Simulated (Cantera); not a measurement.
An adiabatic, constant-pressure homogeneous reactor starts with CO : H2 : O2 : N2 = 1 : 0.86 : 0.775 : 2.91 (molar parts), at 1700 K and 110000 Pa. Integrator tolerance rtol = 1e-08.

Cantera simulation using GRI-Mech 3.0 (53 species, 325 reactions); the numbers are that mechanism's predictions, not measurements.

Problem. What does this change do: O2 0.775 to 1.1 parts?

Solution. 
```tsv
quantity	before	after
time of steepest temperature rise	8.64 µs	7.50 µs
temperature at 4.00 s	2876 K	2892 K
equilibrium temperature	2876 K	2892 K
x(CO) at 4.00 s	0.112 (gas-phase equilibrium 0.112)	0.0867 (gas-phase equilibrium 0.0867)
x(H2) at 4.00 s	0.0230 (gas-phase equilibrium 0.0230)	0.0148 (gas-phase equilibrium 0.0148)
x(O2) at 4.00 s	0.0232 (gas-phase equilibrium 0.0232)	0.0594 (gas-phase equilibrium 0.0594)
x(NO) at 4.00 s	0.0115 (gas-phase equilibrium 0.0115)	0.0183 (gas-phase equilibrium 0.0183)
x(HO2) at 4.00 s	7.37e-6 (gas-phase equilibrium 7.37e-6)	1.52e-5 (gas-phase equilibrium 1.52e-5)
x(H2O) at 4.00 s	0.126 (gas-phase equilibrium 0.126)	0.123 (gas-phase equilibrium 0.123)
x(CO2) at 4.00 s	0.0855 (gas-phase equilibrium 0.0855)	0.100 (gas-phase equilibrium 0.100)
```

Problem. What does this change do: pressure from 110000 Pa to 26000 Pa?

Solution. 
| quantity | before | after |
|---|---|---|
| time of steepest temperature rise | 8.64 µs | 34.4 µs |
| temperature at 4.00 s | 2876 K | 2747 K |
| equilibrium temperature | 2876 K | 2747 K |
| x(CO) at 4.00 s | 0.112 (gas-phase equilibrium 0.112) | 0.116 (gas-phase equilibrium 0.116) |
| x(H2) at 4.00 s | 0.0230 (gas-phase equilibrium 0.0230) | 0.0253 (gas-phase equilibrium 0.0253) |
| x(O2) at 4.00 s | 0.0232 (gas-phase equilibrium 0.0232) | 0.0267 (gas-phase equilibrium 0.0267) |
| x(NO) at 4.00 s | 0.0115 (gas-phase equilibrium 0.0115) | 0.0103 (gas-phase equilibrium 0.0103) |
| x(HO2) at 4.00 s | 7.37e-6 (gas-phase equilibrium 7.37e-6) | 4.24e-6 (gas-phase equilibrium 4.24e-6) |
| x(H2O) at 4.00 s | 0.126 (gas-phase equilibrium 0.126) | 0.118 (gas-phase equilibrium 0.118) |
| x(CO2) at 4.00 s | 0.0855 (gas-phase equilibrium 0.0855) | 0.0793 (gas-phase equilibrium 0.0793) |
